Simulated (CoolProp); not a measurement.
The fluid at 293.15 K and 0.185 MPa flows at 0.52 m/s in a round tube of 20 mm bore and 0.25 µm roughness, fully developed (64/Re and Nu = 3.66 if laminar; Colebrook and Gnielinski if turbulent). The same conditions are run with several fluids, on thermodynamics alone (safety and materials aside).

Values from CoolProp's reference Helmholtz-energy equation of state of each fluid (normal hydrogen: Leachman 2009; dry air: Lemmon 2000; R143a: Lemmon and Jacobsen 2000; R22: Kamei 1995). Blends and air are pseudo-pure fits.

Q: Rank normal hydrogen, dry air, R143a, R22 by Reynolds number, highest first.

A: R143a (6270), R22 (5190), dry air (1260), normal hydrogen (181)

```json
[
 {"fluid": "normal hydrogen", "Darcy friction factor": "0.354", "pressure drop (Pa/m)": "0.366", "heat-transfer coefficient (W/(m² K))": "33.6", "mass flow (kg/h)": "0.0899"},
 {"fluid": "dry air", "Darcy friction factor": "0.0510", "pressure drop (Pa/m)": "0.758", "heat-transfer coefficient (W/(m² K))": "4.74", "mass flow (kg/h)": "1.29"},
 {"fluid": "R143a", "Darcy friction factor": "0.0351", "pressure drop (Pa/m)": "1.57", "heat-transfer coefficient (W/(m² K))": "14.4", "mass flow (kg/h)": "3.88"},
 {"fluid": "R22", "Darcy friction factor": "0.0370", "pressure drop (Pa/m)": "1.69", "heat-transfer coefficient (W/(m² K))": "9.91", "mass flow (kg/h)": "3.97"}
]
```

Transport values come from each fluid's own correlations; those of R143a, R22 are estimates that may be off by 10 % or more.
